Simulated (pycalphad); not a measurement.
CALPHAD calculation (pycalphad, COST 507 light-alloy database (1999)), 1 atm. The database dates from 1999; later assessments differ in places, in temperatures and in the compounds included. Kinetics are ignored, which matters at the lower temperatures.

### Question
How does the equilibrium phase assembly of Hf-0.54C (at.%) change on cooling from 3300 K to 500 K?

### Answer
```csv
T (K),phases above,phases below
2496.5,LIQUID,BCC_A2 + LIQUID
2479.4,BCC_A2 + LIQUID,BCC_A2 + HCP_A3
2055.4,BCC_A2 + HCP_A3,HCP_A3
```
Changes were sought between steps of 100 K, so a narrower field can be missed.

BCC_A2 is bcc; HCP_A3 is hcp.
